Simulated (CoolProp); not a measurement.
A Linde-Hampson liquefier for CF4 (R14): isothermal reversible compression at 320 K from 1 atm to 15 MPa, throttling to 1 atm, return gas leaving the recuperator 0 K below the feed. Each further row changes one setting.

The numbers come from the reference Helmholtz-energy equation of state, Platzer 1990 in CoolProp. This equation is an older, rougher fit; its heat capacities, sound speeds and derivatives of the liquid may be far off and weren't checked against measurements.

```tsv
case	liquid yield per pass	compression work (kJ/kg of gas)
as stated	0.197	141
high pressure 30 MPa	0.249	159
warm-end temperature 350 K	0.146	158
warm-end gap 5 K	0.185	141
```
